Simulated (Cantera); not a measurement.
**Equilibrium for aluminium and copper etching: Al + BCl₃ + H₂ + Cl₂**

Input: 1 mol Al, 2.7 mol BCl₃, 0.33 mol H₂, 2.6 mol Cl₂, equilibrated at 400 K and 1.20e-5 bar.

Method: chemical equilibrium by Gibbs-energy minimisation in Cantera with the NASA 1993 tables (ideal gas, pure condensed phases). Candidate condensed phases: Al, AlCl₃, B; 20 gas species. Kinetics and transport are ignored.

The x(BCl₃) is 0.582 and the x(Cl₂) is 0.166. The x(HCl) is 0.142 and the x(Al₂Cl₆) is 0.105. The x(AlCl₃) comes out as 0.00515 and the gas amount is 4.642 mol. The log10 activity of AlCl₃(s) (absent) is -2.08 and the log10 activity of B(s) (absent) comes out as -46.60. The log10 activity of Al(s) (absent) is -72.46.
